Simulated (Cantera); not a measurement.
## Diamond growth

A diamond (100) surface in a fixed gas of H2 with x(CH4) = 0.023, x(CH3) = 0.0014, at 1000 K, 0.0345 atm; coverages are run to steady state.

Detailed kinetics in Cantera: the Harris–Goodwin 1993 mechanism for the reconstructed diamond (100) surface.

```tsv
x(H)	growth (µm/h)	θ c6HH	θ c6H*	θ c6*H	θ c6**	θ c6HM
0.0001	1.60	0.230	0.00573	0.117	0.000588	0.472
0.00021	3.18	0.245	0.00661	0.135	0.00117	0.446
0.00043	5.81	0.282	0.00798	0.163	0.00215	0.397
0.00089	9.72	0.341	0.01000	0.205	0.00363	0.321
0.0019	14.6	0.417	0.0125	0.256	0.00548	0.226
0.0039	18.9	0.483	0.0147	0.300	0.00710	0.142
0.008	22.0	0.532	0.0163	0.332	0.00829	0.0808
0.017	24.0	0.563	0.0174	0.353	0.00906	0.0415
0.035	25.1	0.580	0.0180	0.364	0.00948	0.0211
```
θ: site fractions in the mechanism's names (c6HH fully hydrogenated, c6H* and c6*H radical sites, c6** diradical, c6HM methylated).
